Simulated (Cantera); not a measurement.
SiCl4 + HCl + H2 (chlorosilane synthesis and conversion)

Input: 1 mol SiCl4, 0.73 mol HCl, a varied amount of H2, at 1173 K and 1.70 bar.

Method: chemical equilibrium by Gibbs-energy minimisation in Cantera with the NASA 1993 tables (ideal gas, pure condensed phases). Candidate condensed phases: Si; 19 gas species. The tables' values for SiCl3 are old estimates; treat these amounts as uncertain. The numbers say what is thermodynamically allowed, not how fast it happens.

```tsv
n(H2) (mol)	x H2	x SiCl4	x HCl	x SiHCl3	x SiCl3
0.2	0.1000	0.514	0.382	0.00313	0.000876
0.28	0.135	0.492	0.368	0.00419	0.00101
0.4	0.181	0.462	0.349	0.00560	0.00116
0.56	0.236	0.428	0.327	0.00720	0.00131
0.8	0.306	0.384	0.299	0.00916	0.00146
1.1	0.376	0.340	0.271	0.0110	0.00159
1.6	0.466	0.285	0.234	0.0132	0.00171
2.2	0.543	0.237	0.203	0.0148	0.00178
3.2	0.631	0.184	0.167	0.0162	0.00181
4.5	0.703	0.141	0.137	0.0169	0.00178
6.3	0.765	0.105	0.111	0.0169	0.00171
8.9	0.818	0.0753	0.0881	0.0163	0.00159
13	0.864	0.0504	0.0679	0.0150	0.00142
```
x: gas mole fraction; nothing condenses.

From 0.2 mol H2 to 13 mol H2 nothing is condensed. The main Si-bearing gas is SiCl4 throughout.
